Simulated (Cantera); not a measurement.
Transport properties of process gases

Gas mixture: O2 = 0.45 (molar parts), at 0.133 bar, frozen composition.

Cantera's kinetic-theory transport with the Lennard-Jones parameters of GRI-Mech 3.0, ideal gas; thermal conductivity in the mixture-averaged form.

```json
[
 {"T (K)": "400", "ρ (kg/m³)": "0.128", "cp (J/kg/K)": "941.4", "μ (µPa s)": "25.6", "λ (mW/m/K)": "33.9", "Pr": "0.713", "D (cm²/s) H": "16.1", "D (cm²/s) OH": "4.05", "D (cm²/s) H2O": "3.04"},
 {"T (K)": "650", "ρ (kg/m³)": "0.0789", "cp (J/kg/K)": "1017", "μ (µPa s)": "36.0", "λ (mW/m/K)": "51.6", "Pr": "0.709", "D (cm²/s) H": "37.4", "D (cm²/s) OH": "9.24", "D (cm²/s) H2O": "7.49"},
 {"T (K)": "900", "ρ (kg/m³)": "0.0570", "cp (J/kg/K)": "1074", "μ (µPa s)": "44.7", "λ (mW/m/K)": "67.6", "Pr": "0.710", "D (cm²/s) H": "64.8", "D (cm²/s) OH": "15.9", "D (cm²/s) H2O": "13.4"},
 {"T (K)": "1150", "ρ (kg/m³)": "0.0446", "cp (J/kg/K)": "1109", "μ (µPa s)": "52.5", "λ (mW/m/K)": "82.2", "Pr": "0.708", "D (cm²/s) H": "97.6", "D (cm²/s) OH": "24.0", "D (cm²/s) H2O": "20.5"},
 {"T (K)": "1400", "ρ (kg/m³)": "0.0366", "cp (J/kg/K)": "1134", "μ (µPa s)": "59.7", "λ (mW/m/K)": "95.7", "Pr": "0.707", "D (cm²/s) H": "136", "D (cm²/s) OH": "33.2", "D (cm²/s) H2O": "28.7"},
 {"T (K)": "1650", "ρ (kg/m³)": "0.0311", "cp (J/kg/K)": "1155", "μ (µPa s)": "66.4", "λ (mW/m/K)": "108", "Pr": "0.707", "D (cm²/s) H": "178", "D (cm²/s) OH": "43.6", "D (cm²/s) H2O": "38.0"}
]
```
D: mixture-averaged diffusion coefficient of that species in the mixture.
